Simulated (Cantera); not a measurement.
A closed system holds: 1 mol Fe2O3, 0.89 mol CH4, 7 mol H2, held at 2600 K and 520 Pa.

Cantera equilibrium calculation (NASA polynomials, part measured and part estimated; ideal gas, pure solids and liquids). Candidate condensed phases: C, C6H6, C7H8, C8H18, Fe, Fe(CO)5, FeO, Fe(OH)2, Fe(OH)3, Fe2O3, Fe3O4, H2O; 114 gas species. Rates play no part.

Base state: H2 0.344, H 0.312, Fe 0.138, H2O 0.105, CO 0.0596, OH 0.0220, O 0.0129, CO2 0.00280 (mole fractions); condensed: gas only.

Question: What changes in the equilibrium state with this change: Fe2O3 replaced by SiO2?

Answer: 
| species | before | after |
|---|---|---|
| H2 | 0.344 | 0.479 |
| H | 0.312 | 0.368 |
| SiO | 0 | 0.0763 |
| Fe | 0.138 | 0 |
| H2O | 0.105 | 0.00652 |
| O | 0.0129 | 0.000577 |
| OH | 0.0220 | 0.00116 |
| CO | 0.0596 | 0.0678 |
| FeO | 0.00250 | 0 |
| Si | 0 | 1.17e-5 |
| O2 | 0.00160 | 3.20e-6 |
Further candidate phases: Si, SiC, SiO2.
